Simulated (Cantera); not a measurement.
Source: NASA polynomial tables (part measured, part estimated), evaluated in Cantera. Values are per mole of reaction as written; species without (g) are pure solids or liquids, kept so even where they would boil at 1 bar.

CS2(g) + 4 H(g) = 2 H2S(g) + C

```json
[
 {"T (K)": "1025", "ΔH° (kJ)": "-1059.5", "ΔS° (J/K)": "-332.9", "ΔG° (kJ)": "-718.3", "log10 K": "36.60"},
 {"T (K)": "1175", "ΔH° (kJ)": "-1063.5", "ΔS° (J/K)": "-336.6", "ΔG° (kJ)": "-668.1", "log10 K": "29.70"},
 {"T (K)": "1325", "ΔH° (kJ)": "-1067.0", "ΔS° (J/K)": "-339.3", "ΔG° (kJ)": "-617.4", "log10 K": "24.34"},
 {"T (K)": "1475", "ΔH° (kJ)": "___", "ΔS° (J/K)": "___", "ΔG° (kJ)": "___", "log10 K": "___"},
 {"T (K)": "1625", "ΔH° (kJ)": "-1072.5", "ΔS° (J/K)": "-343.1", "ΔG° (kJ)": "-515.0", "log10 K": "16.55"},
 {"T (K)": "1775", "ΔH° (kJ)": "-1074.8", "ΔS° (J/K)": "-344.4", "ΔG° (kJ)": "-463.4", "log10 K": "13.64"},
 {"T (K)": "1925", "ΔH° (kJ)": "___", "ΔS° (J/K)": "___", "ΔG° (kJ)": "___", "log10 K": "___"},
 {"T (K)": "2075", "ΔH° (kJ)": "-1078.4", "ΔS° (J/K)": "-346.3", "ΔG° (kJ)": "-359.7", "log10 K": "9.06"},
 {"T (K)": "2225", "ΔH° (kJ)": "-1079.9", "ΔS° (J/K)": "-347.0", "ΔG° (kJ)": "-307.7", "log10 K": "7.22"},
 {"T (K)": "2375", "ΔH° (kJ)": "___", "ΔS° (J/K)": "___", "ΔG° (kJ)": "___", "log10 K": "___"}
]
```

Complete the blanks.


- 1475, ΔH° (kJ): -1069.9
- 1475, ΔS° (J/K): -341.5
- 1475, ΔG° (kJ): -566.3
- 1475, log10 K: 20.05
- 1925, ΔH° (kJ): -1076.7
- 1925, ΔS° (J/K): -345.5
- 1925, ΔG° (kJ): -411.6
- 1925, log10 K: 11.17
- 2375, ΔH° (kJ): -1081.2
- 2375, ΔS° (J/K): -347.6
- 2375, ΔG° (kJ): -255.6
- 2375, log10 K: 5.62
